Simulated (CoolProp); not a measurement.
Computed with CoolProp (reference Helmholtz-energy equation of state, Aleksandrov 2011). It is a short technical equation, of lower accuracy than the large ones.

Give the vapour pressure (MPa), liquid density (kg/m³), enthalpy of vaporisation (kJ/kg), liquid cp (kJ/(kg K)) of saturated n-undecane at 75.65, 169.85, 201.25 °C.


| T (°C) | p (MPa) | liquid density (kg/m³) | enthalpy of vaporisation (kJ/kg) | liquid cp (kJ/(kg K)) |
|---|---|---|---|---|
| 75.65 | 0.00140 | 698 | 333 | 2.39 |
| 169.85 | 0.0512 | 622 | 281 | 2.77 |
| 201.25 | 0.116 | 594 | 262 | 2.91 |
